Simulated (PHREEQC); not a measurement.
A solution holds 0.018 mol/kgw Na2CO3 and 0.017 mol/kgw KBr, at 25 °C. Closed to the air; pH follows from the charge balance.

Model: ion-association model, phreeqc.dat, run in PHREEQC.

Each row changes one thing in this solution. This is a speciation only: nothing precipitates in the calculation.

```json
[
 {"case": "as made", "pH": "11.04", "ionic strength (mol/kgw)": "0.0625", "Na+ (mol/kgw)": "0.0325"},
 {"case": "Na2CO3 from 0.018 to 0.0036 mol/kgw", "pH": "10.75", "ionic strength (mol/kgw)": "0.0267", "Na+ (mol/kgw)": "0.00700"},
 {"case": "KBr left out", "pH": "11.06", "ionic strength (mol/kgw)": "0.0451", "Na+ (mol/kgw)": "0.0322"},
 {"case": "Na2CO3 from 0.018 to 0.18 mol/kgw", "pH": "11.31", "ionic strength (mol/kgw)": "0.358", "Na+ (mol/kgw)": "0.262"},
 {"case": "Na2CO3 replaced by Na3PO4 at the same molality", "pH": "11.80", "ionic strength (mol/kgw)": "0.107", "Na+ (mol/kgw)": "0.0537"},
 {"case": "temperature from 25 to 10 °C", "pH": "11.42", "ionic strength (mol/kgw)": "0.0662", "Na+ (mol/kgw)": "0.0341"},
 {"case": "KBr from 0.017 to 0.0187 mol/kgw", "pH": "11.04", "ionic strength (mol/kgw)": "0.0643", "Na+ (mol/kgw)": "0.0325"},
 {"case": "diluted 5-fold with water", "pH": "10.78", "ionic strength (mol/kgw)": "0.0131", "Na+ (mol/kgw)": "0.00697"},
 {"case": "Na2CO3 from 0.018 to 0.0162 mol/kgw", "pH": "11.03", "ionic strength (mol/kgw)": "0.0583", "Na+ (mol/kgw)": "0.0294"}
]
```

Complexes and solids missing from the database can't appear. Away from 25 °C the constants follow the database's enthalpies or fits; those with neither stay at their 25 °C values.
